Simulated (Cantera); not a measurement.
Cantera run, input and output.

```python
import numpy as np
import cantera as ct

gas = ct.Solution("gri30.yaml")
gas.TPX = 1500, 101325, {'CH4': 0.0069, 'O2': 0.027, 'N2': 4.2}
reactor = ct.IdealGasConstPressureReactor(gas, energy="off", clone=False)
net = ct.ReactorNet([reactor])
net.rtol, net.atol = 1e-08, 1e-18
show = ['CH4', 'O2', 'CH2CO', 'N2O', 'NO', 'HO2', 'O']
times = np.geomspace(0.0004, 200, 13)

steps = ct.SolutionArray(gas, extra=["t"])
rows = []
print(f"{'t/s':>10s}{'T/K':>9s}{'P/Pa':>11s}" + "".join(f"{s:>11s}" for s in show))
for t in times:
    while net.time < t:
        t_next = net.step()
        steps.append(gas.state, t=t_next)
    rows.append([np.interp(t, steps.t, y) for y in (steps.T, steps.P, *steps(*show).X.T)])
    print(f"{t:10.3e}{rows[-1][0]:9.1f}{rows[-1][1]:11.4g}" + "".join(f"{x:11.3e}" for x in rows[-1][2:]))
rate = np.gradient(steps.T, steps.t)
print("integrator steps:", len(steps.t))
if steps.T.max() > steps.T[0] + 200:
    print(f"time of steepest temperature rise: {steps.t[rate.argmax()]:.4e} s")
gas.TPX = 1500, 101325, {'CH4': 0.0069, 'O2': 0.027, 'N2': 4.2}
gas.equilibrate("TP")
print(f"equilibrium (TP): T = {gas.T:.1f} K  " + "  ".join(f"{s} {gas[s].X[0]:.3e}" for s in show))
```

Result:

```
       t/s      T/K       P/Pa        CH4         O2      CH2CO        N2O         NO        HO2          O
 4.000e-04   1500.0  1.013e+05  1.629e-03  6.377e-03  2.907e-15  5.125e-12  3.629e-14  1.296e-08  6.382e-09
 1.194e-03   1500.0  1.013e+05  1.628e-03  6.377e-03  4.694e-13  2.233e-11  1.581e-13  1.883e-08  9.745e-09
 3.564e-03   1500.0  1.013e+05  1.620e-03  6.373e-03  1.195e-10  1.036e-10  9.541e-13  2.404e-08  2.460e-08
 1.064e-02   1500.0  1.013e+05  1.497e-03  6.308e-03  1.450e-07  1.228e-09  3.211e-11  1.586e-07  2.537e-07
 3.175e-02   1500.0  1.013e+05  6.091e-21  3.118e-03  1.942e-21  4.231e-07  2.256e-06  1.954e-07  2.926e-05
 9.476e-02   1500.0  1.013e+05  9.960e-20  3.113e-03 -1.150e-23  2.332e-07  2.333e-06  2.129e-08  2.721e-06
 2.828e-01   1500.0  1.013e+05  1.249e-19  3.115e-03 -1.856e-24  3.774e-08  2.345e-06  3.954e-09  6.080e-07
 8.442e-01   1500.0  1.013e+05 -3.886e-20  3.115e-03  2.443e-25  1.376e-08  2.351e-06  1.698e-09  2.631e-07
 2.520e+00   1500.0  1.013e+05  3.533e-22  3.115e-03 -2.837e-29  1.164e-08  2.359e-06  1.494e-09  2.264e-07
 7.521e+00   1500.0  1.013e+05 -2.693e-28  3.115e-03  5.931e-32  1.163e-08  2.381e-06  1.493e-09  2.262e-07
 2.245e+01   1500.0  1.013e+05  3.169e-30  3.115e-03  9.079e-34  1.163e-08  2.449e-06  1.493e-09  2.262e-07
 6.701e+01   1500.0  1.013e+05 -1.317e-30  3.115e-03 -4.703e-34  1.163e-08  2.650e-06  1.493e-09  2.262e-07
 2.000e+02   1500.0  1.013e+05 -8.385e-30  3.115e-03 -2.662e-33  1.163e-08  3.250e-06  1.493e-09  2.262e-07
integrator steps: 2121
equilibrium (TP): T = 1500.0 K  CH4 2.756e-31  O2 3.033e-03  CH2CO 6.700e-36  N2O 1.148e-08  NO 1.658e-04  HO2 1.464e-09  O 2.233e-07
```

Cantera simulation using GRI-Mech 3.0 (53 species, 325 reactions); the numbers are that mechanism's predictions, not measurements.
